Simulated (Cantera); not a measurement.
Input (Python, Cantera):

```python
import numpy as np
import cantera as ct

gas = ct.Solution("gri30.yaml")
gas.TPX = 1450, 2666, {'H2': 0.24, 'O2': 1}
inlet = ct.Reservoir(gas, clone=True)

reactor = ct.IdealGasConstPressureReactor(gas, energy="off", clone=False)
exhaust = ct.Reservoir(gas, clone=True)
tau = [0.56, 0.22, 0.089, 0.035, 0.014, 0.0055, 0.0022][0]
for a, b in ((inlet, reactor), (reactor, exhaust)):
    ct.MassFlowController(a, b, mdot=lambda t: reactor.mass / tau)
net = ct.ReactorNet([reactor])
show = ['H2', 'O2', 'H2O', 'H', 'H2O2']

rows = []
print(f"{'tau/s':>10s}{'T/K':>9s}" + "".join(f"{s:>11s}" for s in show))
for tau in [0.56, 0.22, 0.089, 0.035, 0.014, 0.0055, 0.0022]:
    net.initial_time = 0.0
    net.advance(30 * tau)
    before = gas.X
    net.advance(40 * tau)
    drift = np.max(np.abs(gas.X - before) / (gas.X + 1e-9))
    rows.append([gas.T, *gas[show].X, drift])
    print(f"{tau:10.3e}{gas.T:9.1f}" + "".join(f"{x:11.3e}" for x in gas[show].X))
```

Output:

```
     tau/s      T/K         H2         O2        H2O          H       H2O2
 5.600e-01   1450.0  5.297e-04  7.805e-01  2.106e-01  4.020e-04  1.305e-07
 2.200e-01   1450.0  9.675e-04  7.769e-01  2.085e-01  1.013e-03  1.744e-07
 8.900e-02   1450.0  1.708e-03  7.710e-01  2.051e-01  2.430e-03  2.242e-07
 3.500e-02   1450.0  2.984e-03  7.608e-01  1.990e-01  5.759e-03  2.781e-07
 1.400e-02   1450.0  4.904e-03  7.451e-01  1.894e-01  1.245e-02  3.232e-07
 5.500e-03   1450.0  7.488e-03  7.242e-01  1.757e-01  2.362e-02  3.489e-07
 2.200e-03   1450.0  1.042e-02  7.050e-01  1.614e-01  3.601e-02  3.565e-07
```

Cantera simulation using GRI-Mech 3.0 (53 species, 325 reactions); the numbers are that mechanism's predictions, not measurements. Radical loss at walls, strong at low pressure, is not modelled. The temperature is held fixed by assumption; the heat of reaction is taken as removed at once.
